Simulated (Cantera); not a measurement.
Feed: 1 mol CuO, 1.6 mol C, 2.4 mol CO, at 1.20 bar.

Equilibrium computed with Cantera from the NASA thermochemical tables; the gas is ideal and each condensed phase is pure. Candidate condensed phases: C, Cu, CuO, Cu2O; 15 gas species. The numbers say what is thermodynamically allowed, not how fast it happens.

**Question.** What share of the Cu ends up in condensed phases as a function of T (K), at 1350, 1425, 1500, 1575, 1650, 1725, 1800, 1875, 1950, 2025, 2100, 2175, 2250, 2325?

**Answer.** 
| T (K) | Cu condensed (%) | as |
|---|---|---|
| 1350 | 100.0 | Cu(s) |
| 1425 | 100.0 | Cu(l) |
| 1500 | 100.0 | Cu(l) |
| 1575 | 100.0 | Cu(l) |
| 1650 | 100.0 | Cu(l) |
| 1725 | 99.9 | Cu(l) |
| 1800 | 99.8 | Cu(l) |
| 1875 | 99.6 | Cu(l) |
| 1950 | 99.2 | Cu(l) |
| 2025 | 98.4 | Cu(l) |
| 2100 | 97.0 | Cu(l) |
| 2175 | 94.4 | Cu(l) |
| 2250 | 90.0 | Cu(l) |
| 2325 | 82.7 | Cu(l) |
